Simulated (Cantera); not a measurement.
A closed system holds: 1 mol SiCl4, 5.6 mol NH3, 3.7 mol N2, at 13300 Pa.

Cantera equilibrium calculation (NASA polynomials, part measured and part estimated; ideal gas, pure solids and liquids). Candidate condensed phases: NH4Cl, Si, Si3N4; 28 gas species. The tables' values for SiCl3, SiCl are old estimates; treat these amounts as uncertain. Rates play no part. All values below are at 1773 K.

Base state: H2 0.427, N2 0.378, HCl 0.152, SiCl2 0.0403, SiCl3 0.00195, H 0.000509, SiCl4 0.000160, Cl 0.000139 (mole fractions); condensed: Si3N4(s).

Task: What changes in the equilibrium state with this change: SiCl4 replaced by SiHCl3?

Result: 
```csv
species,before,after
H2,0.427,0.475
N2,0.378,0.371
HCl,0.152,0.127
SiCl2,0.0403,0.0256
SiCl4,0.000160,6.37e-5
SiCl3,0.00195,0.000979
SiHCl3,0.000106,5.59e-5
SiH2Cl2,1.25e-5,8.81e-6
"Si3N4(s), mol",0.0963,0.186
```
